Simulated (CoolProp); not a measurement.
Vapour-liquid equilibrium of R113 (1) + benzene (2) at 123 kPa; x and y are mole fractions of (1).

Values from CoolProp's multi-fluid Helmholtz-energy mixture model, Marx 1992 and Thol 2012; pair parameters Bell 2016.

### Question
Give the bubble temperature and the first vapour's composition at x = 0.2, 0.5, 0.8. Is there an azeotrope?

### Answer
x = 0.2: 344.7 K, y = 0.473; x = 0.5: 335.3 K, y = 0.724; x = 0.8: 329.7 K, y = 0.889. No azeotrope shows between x = 0.05 and 0.95.

The pair parameters rest on a limited set of measurements; away from them the model extrapolates.
